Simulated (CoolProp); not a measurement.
A single-stage vapour-compression cycle with R1132(E): evaporating at 264.15 K (dew point), condensing at 292.15 K (bubble point), superheat 8 K, subcooling 5 K, compressor efficiency 0.65, no pressure losses. Each further row changes one setting.

Model: reference Helmholtz-energy equation of state, Akasaka 2024, in CoolProp.

| case | cooling COP | pressure ratio | discharge temperature (K) | refrigerating effect (kJ/kg) | volumetric capacity (kJ/m³) |
|---|---|---|---|---|---|
| as stated | … | 2.32 | 324.7 | 230 | 4440 |
| evaporating temperature 269.15 K | 6.83 | 1.97 | 319.8 | … | 5270 |
| condensing temperature 287.15 K | 6.75 | … | … | 239 | 4610 |
| subcooling 10 K | 5.62 | 2.32 | 324.7 | 239 | 4610 |
| superheat 18 K | 5.36 | 2.32 | 335.6 | 240 | 4410 |
| compressor efficiency 0.55 | … | 2.32 | … | 230 | 4440 |

Q: What belongs in the gaps?

A: 
- as stated, cooling COP: 5.40
- evaporating temperature 269.15 K, refrigerating effect (kJ/kg): 233
- condensing temperature 287.15 K, pressure ratio: 2.02
- condensing temperature 287.15 K, discharge temperature (K): 315.9
- compressor efficiency 0.55, cooling COP: 4.57
- compressor efficiency 0.55, discharge temperature (K): 331.4
